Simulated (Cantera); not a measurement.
**Transport properties of process gases**

Gas mixture: N₂ : O₂ = 0.18 : 0.91 (molar parts), at 9.75 Torr, frozen composition.

Cantera's kinetic-theory transport with the Lennard-Jones parameters of GRI-Mech 3.0, ideal gas; thermal conductivity in the mixture-averaged form.

```json
[
 {"T (K)": "400", "ρ (kg/m³)": "0.0123", "cp (J/kg/K)": "956.9", "μ (µPa s)": "25.1", "λ (mW/m/K)": "33.7", "Pr": "0.713", "D (cm²/s) CH₃": "29.5", "D (cm²/s) CO₂": "20.6", "D (cm²/s) OH": "41.4"},
 {"T (K)": "500", "ρ (kg/m³)": "0.00980", "cp (J/kg/K)": "984.2", "μ (µPa s)": "29.4", "λ (mW/m/K)": "40.8", "Pr": "0.710", "D (cm²/s) CH₃": "43.4", "D (cm²/s) CO₂": "30.7", "D (cm²/s) OH": "60.6"},
 {"T (K)": "600", "ρ (kg/m³)": "0.00817", "cp (J/kg/K)": "1013", "μ (µPa s)": "33.3", "λ (mW/m/K)": "47.7", "Pr": "0.708", "D (cm²/s) CH₃": "59.4", "D (cm²/s) CO₂": "42.2", "D (cm²/s) OH": "82.5"},
 {"T (K)": "700", "ρ (kg/m³)": "0.00700", "cp (J/kg/K)": "1041", "μ (µPa s)": "37.0", "λ (mW/m/K)": "54.3", "Pr": "0.709", "D (cm²/s) CH₃": "77.2", "D (cm²/s) CO₂": "55.1", "D (cm²/s) OH": "107"},
 {"T (K)": "800", "ρ (kg/m³)": "0.00613", "cp (J/kg/K)": "1064", "μ (µPa s)": "40.4", "λ (mW/m/K)": "60.7", "Pr": "0.709", "D (cm²/s) CH₃": "96.8", "D (cm²/s) CO₂": "69.2", "D (cm²/s) OH": "134"},
 {"T (K)": "900", "ρ (kg/m³)": "0.00544", "cp (J/kg/K)": "1085", "μ (µPa s)": "43.7", "λ (mW/m/K)": "66.8", "Pr": "0.709", "D (cm²/s) CH₃": "118", "D (cm²/s) CO₂": "84.6", "D (cm²/s) OH": "163"},
 {"T (K)": "1000", "ρ (kg/m³)": "0.00490", "cp (J/kg/K)": "1102", "μ (µPa s)": "46.9", "λ (mW/m/K)": "72.8", "Pr": "0.710", "D (cm²/s) CH₃": "141", "D (cm²/s) CO₂": "101", "D (cm²/s) OH": "194"}
]
```
D: mixture-averaged diffusion coefficient of that species in the mixture.
